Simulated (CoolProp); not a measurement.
Vapour-liquid equilibrium of propylene (1) + isobutane (2) at 13.6 bar; x and y are mole fractions of (1).

The numbers come from the multi-fluid Helmholtz-energy mixture model, Lemmon 2013 and Bücker 2006; pair parameters Bell 2016 in CoolProp.

```
x     bubble temperature (K)  y at the bubble point  dew temperature at overall composition x (K)  liquid density (mol/L)
----  ----------------------  ---------------------  --------------------------------------------  ----------------------
0.05                   349.5                  0.105                                         351.7                   8.250
0.15                   343.0                  0.269                                         347.7                   8.583
0.25                   338.0                  0.395                                         343.7                   8.904
0.35                   333.8                  0.505                                         339.8                   9.234
0.45                   329.7                  0.606                                         335.9                   9.583
0.55                   325.6                  0.702                                         332.0                   9.956
0.65                   321.2                  0.793                                         327.9                   10.35
0.75                   316.5                  0.873                                         323.3                   10.76
0.85                   311.7                  0.937                                         317.9                   11.18
0.95                   307.0                  0.984                                         310.6                   11.57
```

No azeotrope shows between x = 0.05 and 0.95.

The pair parameters rest on a limited set of measurements; away from them the model extrapolates.
